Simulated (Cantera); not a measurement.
A perfectly stirred reactor is fed with 10.0 % CH₄, 18.3 % O₂, 68.6 % N₂, 3.11 % H₂O, at 0.440 bar; it is adiabatic with a 350 K inlet, and is followed from long to short residence time, starting on the burning branch (τ in s: 0.023, 0.0084, 0.003, 0.0011, 0.0004, 0.00015, 5.3e-05, 1.9e-05, 7e-06).

Computed with Cantera and GRI-Mech 3.0 (53 species, 325 reactions).

Task: Predict: blow-out, bracketed by the residence times tried; x(CH₄) at τ = 23.0 ms; x(O₂) at τ = 23.0 ms; x(H₂O) at τ = 23.0 ms; x(HO₂) at τ = 23.0 ms; x(CH₃) at τ = 23.0 ms; x(CH₄) at τ = 0.400 ms; x(O₂) at τ = 0.400 ms; x(H₂O) at τ = 0.400 ms; x(HO₂) at τ = 0.400 ms; x(CH₃) at τ = 0.400 ms.

Result: 
| Item | Result |
|---|---|
| blow-out, bracketed by the residence times tried | burning at 0.400 ms, out at 0.150 ms |
| x(CH₄) at τ = 23.0 ms | 1.93e-5 |
| x(O₂) at τ = 23.0 ms | 0.00443 |
| x(H₂O) at τ = 23.0 ms | 0.204 |
| x(HO₂) at τ = 23.0 ms | 6.93e-7 |
| x(CH₃) at τ = 23.0 ms | 1.09e-5 |
| x(CH₄) at τ = 0.400 ms | 0.000591 |
| x(O₂) at τ = 0.400 ms | 0.0169 |
| x(H₂O) at τ = 0.400 ms | 0.185 |
| x(HO₂) at τ = 0.400 ms | 5.07e-6 |
| x(CH₃) at τ = 0.400 ms | 0.000205 |
